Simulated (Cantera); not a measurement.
**Thermodynamics of fluorocarbon and chlorocarbon gases, feed CF4 + F2 + H2**

Feed: 1 mol CF4, 0.032 mol F2, 1.9 mol H2, at 0.100 bar.

Equilibrium computed with Cantera from the NASA thermochemical tables; the gas is ideal and each condensed phase is pure. Candidate condensed phases: C, C6H6, C7H8, C8H18; 110 gas species. Ions and electrons are included (thermal ionisation). Rates play no part.

```csv
T (K),log p HF,log p F,log p H,log p C,log p C3,log p CF,log p C2,n C(graphite)
3000,-1.05,-2.14,-2.72,-4.30,-3.51,-3.08,-4.50,0.905
3500,-1.25,-1.74,-1.84,-2.81,-2.39,-2.58,-3.06,0
4000,-1.71,-1.44,-1.48,-2.18,-3.00,-2.70,-2.94,0
4500,-2.41,-1.36,-1.39,-1.98,-4.36,-3.23,-3.43,0
5000,-3.08,-1.34,-1.37,-1.96,-5.83,-3.84,-4.09,0
```
log p: log10 of the partial pressure in bar; n: condensed amount in mol.

At 3000 K the condensed part is C(graphite). From 3500 K to 5000 K nothing is condensed. The main C-bearing gas is C3 at 3000 K and C at 5000 K.
